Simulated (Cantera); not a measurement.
Feed: 1 mol TiCl₄, 0.29 mol H₂O, held at 1002 °C and 10.0 mbar.

These are equilibrium values from Cantera (NASA tables, ideal gas, pure condensed phases), not measurements of a reactor. Candidate condensed phases: H₂O, Ti, TiCl₂, TiCl₃, TiCl₄, TiO, TiO₂, Ti₂O₃, Ti₃O₅, Ti₄O₇; 23 gas species. Kinetics and transport are ignored.

Base state: TiCl₄ 0.593, HCl 0.404, TiCl₃ 0.00159, Cl 0.00127, Cl₂ 0.000165, H₂O 1.12e-5 (mole fractions); condensed: TiO₂(rutile).

Task: What changes in the equilibrium state with this change: temperature from 1002 °C to 1577 °C?

Result: 
```json
[
 {"species": "HCl", "before": "0.404", "after": "0.335"},
 {"species": "TiCl₄", "before": "0.593", "after": "0.322"},
 {"species": "TiCl₃", "before": "0.00159", "after": "0.168"},
 {"species": "Cl", "before": "0.00127", "after": "0.166"},
 {"species": "TiCl₂", "before": "2.77e-9", "after": "0.000553"},
 {"species": "TiOCl₂", "before": "1.56e-6", "after": "0.00716"},
 {"species": "H", "before": "1.47e-8", "after": "4.45e-5"},
 {"species": "TiO₂(rutile), mol", "before": "0.145", "after": "0.139"}
]
```
The tables' values for TiCl₂ are old estimates; treat these amounts as uncertain.

Task: What changes in the equilibrium state with this change: temperature from 1002 °C to 1252 °C?

Result: 
```json
[
 {"species": "TiCl₄", "before": "0.593", "after": "0.563"},
 {"species": "HCl", "before": "0.404", "after": "0.396"},
 {"species": "TiCl₃", "before": "0.00159", "after": "0.0209"},
 {"species": "Cl", "before": "0.00127", "after": "0.0193"},
 {"species": "TiOCl₂", "before": "1.56e-6", "after": "0.000156"},
 {"species": "Cl₂", "before": "0.000165", "after": "0.000787"},
 {"species": "H₂", "before": "3.96e-6", "after": "1.51e-5"},
 {"species": "H₂O", "before": "1.12e-5", "after": "1.69e-5"},
 {"species": "TiO₂(rutile), mol", "before": "0.145", "after": "0.145"}
]
```
